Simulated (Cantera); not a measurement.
## SiF4 + O3 (silicon oxide and oxynitride deposition)

A closed system holds: 1 mol SiF4, 4.8 mol O3, equilibrated at 0.133 bar.

Method: chemical equilibrium by Gibbs-energy minimisation in Cantera with the NASA 1993 tables (ideal gas, pure condensed phases). Candidate condensed phases: Si, SiO2; 17 gas species. The tables' values for SiF3 are old estimates; treat these amounts as uncertain. The tables hold silica as quartz up to 1696 K and as liquid above; real silica turns to tridymite and cristobalite and melts near 1996 K. Kinetics and transport are ignored.

From 750 K to 1850 K nothing is condensed. At 1950 K the condensed part is SiO2(condensed). At 2050 K the condensed part is SiO2(l). The main Si-bearing gas is SiF4 throughout.

| T (K) | x O2 | x SiF4 | x O | x F | x SiF3 | x SiO2 | x SiO | x SiF2 | n SiO2(condensed) | n SiO2(l) |
|---|---|---|---|---|---|---|---|---|---|---|
| 750 | 0.878 | 0.122 | <1e-12 | <1e-12 | <1e-12 | <1e-12 | <1e-12 | <1e-12 | 0 | 0 |
| 850 | 0.878 | 0.122 | 1.90e-12 | <1e-12 | <1e-12 | <1e-12 | <1e-12 | <1e-12 | 0 | 0 |
| 950 | 0.878 | 0.122 | 8.15e-11 | 4.34e-11 | <1e-12 | <1e-12 | <1e-12 | <1e-12 | 0 | 0 |
| 1050 | 0.878 | 0.122 | 1.72e-9 | 1.43e-10 | <1e-12 | <1e-12 | <1e-12 | <1e-12 | 0 | 0 |
| 1150 | 0.878 | 0.122 | 2.13e-8 | 1.91e-9 | 2.59e-11 | <1e-12 | <1e-12 | <1e-12 | 0 | 0 |
| 1250 | 0.878 | 0.122 | 1.78e-7 | 1.69e-8 | 4.81e-10 | <1e-12 | <1e-12 | <1e-12 | 0 | 0 |
| 1350 | 0.878 | 0.122 | 1.08e-6 | 1.09e-7 | 5.76e-9 | <1e-12 | <1e-12 | <1e-12 | 0 | 0 |
| 1450 | 0.878 | 0.122 | 5.15e-6 | 5.44e-7 | 4.88e-8 | 3.12e-12 | <1e-12 | <1e-12 | 0 | 0 |
| 1550 | 0.878 | 0.122 | 2.01e-5 | 2.21e-6 | 3.13e-7 | 7.39e-11 | <1e-12 | <1e-12 | 0 | 0 |
| 1650 | 0.878 | 0.122 | 6.65e-5 | 7.59e-6 | 1.59e-6 | 1.19e-9 | 2.25e-11 | 9.33e-12 | 0 | 0 |
| 1750 | 0.878 | 0.122 | 0.000192 | 2.28e-5 | 6.69e-6 | 1.35e-8 | 5.87e-10 | 1.44e-10 | 0 | 0 |
| 1850 | 0.878 | 0.122 | 0.000495 | 6.11e-5 | 2.39e-5 | 1.16e-7 | 1.05e-8 | 1.62e-9 | 0 | 0 |
| 1950 | 0.877 | 0.122 | 0.00116 | 0.000148 | 7.46e-5 | 7.91e-7 | 1.39e-7 | 1.42e-8 | 0.000143 | 0 |
| 2050 | 0.875 | 0.122 | 0.00249 | 0.000331 | 0.000208 | 4.44e-6 | 1.41e-6 | 9.98e-8 | 0 | 0.000204 |
x: gas mole fraction; n: condensed amount in mol.
